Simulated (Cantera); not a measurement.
## Roasting and sulfation: MgO + SO3 + H2O

A closed system holds: 1 mol MgO, 2.3 mol SO3, 5.5 mol H2O, at 998.15 K.

Equilibrium computed with Cantera from the NASA thermochemical tables; the gas is ideal and each condensed phase is pure. Candidate condensed phases: H2O, H2SO4, Mg, MgO, Mg(OH)2, MgS, MgSO4, S; 26 gas species. Equilibrium is a limit: real reactors are often held back by kinetics, nucleation or transport.

```tsv
P (Pa)	x H2O	x SO2	x SO3	x O2	x H2SO4	n MgSO4(s)
1000	0.742	0.166	0.00886	0.0832	2.87e-7	1.00
4600	0.745	0.158	0.0176	0.0792	2.64e-6	1.00
21000	0.750	0.144	0.0329	0.0722	2.26e-5	1.00
96000	0.759	0.124	0.0556	0.0618	0.000177	1.00
440000	0.769	0.0975	0.0834	0.0488	0.00123	1.00
2000000	0.779	0.0701	0.108	0.0351	0.00738	1.00
```
x: gas mole fraction; n: condensed amount in mol.

From 1000 Pa to 2000000 Pa the condensed part is MgSO4(s).
